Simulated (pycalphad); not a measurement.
Computed with pycalphad from the COST 507 light-alloy database (1999), at 1 atm. No gas phase is included, though pure Mg would boil below 1650 K. The data set is of 1999 and partly superseded. Kinetics are ignored, which matters at the lower temperatures.

Molar enthalpy of Mg-0.89Al-2.88Si (at.%) in equilibrium (SER reference):

| T (K) | H (kJ/mol) | phases |
|---|---|---|
| 1650 | 50.40 | LIQUID |
| 1575 | 47.84 | LIQUID |
| 1500 | 45.29 | LIQUID |
| 1425 | 42.73 | LIQUID |
| 1350 | 40.17 | LIQUID |
| 1275 | 37.62 | LIQUID |
| 1200 | 35.06 | LIQUID |
| 1125 | 32.51 | LIQUID |
| 1050 | 29.95 | LIQUID |
| 1025 | 29.10 | LIQUID |
| 1000 | 28.25 | LIQUID |
| 975 | 27.08 | LIQUID + MG2SI |
| 900 | 16.70 | HCP_A3 + LIQUID + MG2SI |
| 875 | 14.24 | HCP_A3 + MG2SI |
| 850 | 13.47 | HCP_A3 + MG2SI |
| 825 | 12.70 | HCP_A3 + MG2SI |
| 750 | 10.46 | HCP_A3 + MG2SI |
| 675 | 8.28 | HCP_A3 + MG2SI |
| 600 | 6.16 | HCP_A3 + MG2SI |
| 525 | 4.09 | HCP_A3 + MG2SI |
| 450 | 2.08 | HCP_A3 + MG2SI |
| 375 | 0.13 | HCP_A3 + MG2SI + ALMG_GAMMA |

Cooling from 1000 K to 875 K, across the freezing range, releases 14.0 kJ/mol, or 573 J/g. The slope is 34 J/(mol K) in the liquid and 31 J/(mol K) just below the solidus, where it includes any heat of precipitation. Liquidus 990 K, solidus 894 K. Changes were sought between steps of 25 K, so a narrower field can be missed.

Database names, with the compositions (at.%) that they take in these runs: MG2SI: Mg 67 Si 33; ALMG_GAMMA: Mg 59 Al 41. HCP_A3 is hcp.
